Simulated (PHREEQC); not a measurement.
## Hard or scaling water: an equilibrium model

Solution (5 °C): 0.092 mmol/kgw CaSO4 and 0.08 mmol/kgw Na2HPO4. Closed to the air; pH follows from the charge balance.

Computed with PHREEQC (ion-association model, phreeqc.dat).

Each row changes one thing in this solution. This is a speciation only: nothing precipitates in the calculation.

```json
[
 {"case": "as made", "pH": "8.70", "ionic strength (mol/kgw)": "0.000588", "HPO4-2 (mol/kgw)": "7.40e-5", "H2PO4- (mol/kgw)": "2.51e-6", "NaSO4- (mol/kgw)": "5.72e-8", "NaHPO4- (mol/kgw)": "2.07e-8"},
 {"case": "CaSO4 from 9.2e-05 to 0.00046 mol/kgw", "pH": "(withheld)", "ionic strength (mol/kgw)": "0.00196", "HPO4-2 (mol/kgw)": "6.58e-5", "H2PO4- (mol/kgw)": "3.78e-6", "NaSO4- (mol/kgw)": "2.55e-7", "NaHPO4- (mol/kgw)": "1.70e-8"},
 {"case": "2e-06 mol/kgw Na2SO4 added", "pH": "8.70", "ionic strength (mol/kgw)": "0.000593", "HPO4-2 (mol/kgw)": "7.40e-5", "H2PO4- (mol/kgw)": "2.51e-6", "NaSO4- (mol/kgw)": "5.99e-8", "NaHPO4- (mol/kgw)": "2.12e-8"},
 {"case": "CaSO4 replaced by MgSO4 at the same molality", "pH": "(withheld)", "ionic strength (mol/kgw)": "0.000584", "HPO4-2 (mol/kgw)": "7.28e-5", "H2PO4- (mol/kgw)": "2.73e-6", "NaSO4- (mol/kgw)": "5.73e-8", "NaHPO4- (mol/kgw)": "2.04e-8"},
 {"case": "Na2HPO4 from 8e-05 to 0.00016 mol/kgw", "pH": "(withheld)", "ionic strength (mol/kgw)": "0.000812", "HPO4-2 (mol/kgw)": "0.000149", "H2PO4- (mol/kgw)": "4.39e-6", "NaSO4- (mol/kgw)": "1.12e-7", "NaHPO4- (mol/kgw)": "8.19e-8"},
 {"case": "Na2HPO4 from 8e-05 to 1.6e-05 mol/kgw", "pH": "(withheld)", "ionic strength (mol/kgw)": "0.000409", "HPO4-2 (mol/kgw)": "1.46e-5", "H2PO4- (mol/kgw)": "7.97e-7", "NaSO4- (mol/kgw)": "1.16e-8", "NaHPO4- (mol/kgw)": "8.32e-10"}
]
```

**Question.** Fill in the missing entries.

**Answer.** 
- CaSO4 from 9.2e-05 to 0.00046 mol/kgw, pH: 8.44
- CaSO4 replaced by MgSO4 at the same molality, pH: 8.65
- Na2HPO4 from 8e-05 to 0.00016 mol/kgw, pH: 8.75
- Na2HPO4 from 8e-05 to 1.6e-05 mol/kgw, pH: 8.49

Some of these states are supersaturated (in Hydroxyapatite, for instance). At this temperature some constants are extrapolated from 25 °C, and those without enthalpy data are left unchanged.
